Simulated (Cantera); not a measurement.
What does this Cantera script print?

```python
import numpy as np
import cantera as ct

gas_names = """
    B BH BH2 BH3 BN B2 H H2 N NH NH2 NH3 N2 N2H2 N2H4
""".split()
cond_names = """
    B(b) B(L) BN(s)
""".split()


# ... load() reads the species with a 1 bar reference pressure and builds the phases ...
atoms = {
    'B2H6': {'B': 2, 'H': 6},
    'N2': {'N': 2},
    'H2': {'H': 2},
    'NH3': {'N': 1, 'H': 3},
}
top_T = {'BN(s)': 3200}  # K; cautious upper limits of use, not melting points


# ... equilibrate(T, P, feed) seeds the gas with the atoms and calls Mixture.equilibrate('TP', solver="vcs", rtol=1e-11, max_steps=5000) ...
results = []
feed = {'B2H6': 1, 'N2': 1.1, 'H2': 130, 'NH3': 4.8}  # mol
T = 1423  # K
P = 79000  # Pa
mix = equilibrate(T, P, feed)
results.append((T, P, feed, dict(zip(mix.species_names, mix.species_moles))))
x = sorted(zip(gas.X, gas.species_names), reverse=True)
print(f"T = {T:g} K  P = {P:g} Pa  gas = {mix.phase_moles(0):.4g} mol")
print("   x: " + "  ".join(f"{s} {v:.3e}" for v, s in x if v > 0.001))
print("   condensed (mol): " + ("  ".join(f"{mix.phase(i).name} {mix.phase_moles(i):.4g}"
      for i in range(1, mix.n_phases) if mix.phase_moles(i) > 1e-12) or "none"))
```

It prints:

```
T = 1423 K  P = 79000 Pa  gas = 142.7 mol
   x: H2 9.825e-01  N2 1.752e-02
   condensed (mol): BN(s) 2
```

These are equilibrium values from Cantera (NASA tables, ideal gas, pure condensed phases), not measurements of a reactor. The feed counts by its element totals alone.
